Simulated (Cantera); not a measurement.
Charge: 1 mol BN, 2.3 mol N₂, equilibrated at 2148 K and 0.100 bar.

Equilibrium computed with Cantera from the NASA thermochemical tables; the gas is ideal and each condensed phase is pure. Candidate condensed phases: B, BN; 5 gas species. Kinetics and transport are ignored.

**Question.** What is the equilibrium state?

**Answer.** 
* **x(N₂)**: 1.000
* **x(B)**: 1.26e-6
* **n(BN(s))**: 1.000 mol
* **gas amount**: 2.300 mol
* **log10 activity of B(s) (absent)**: -1.02
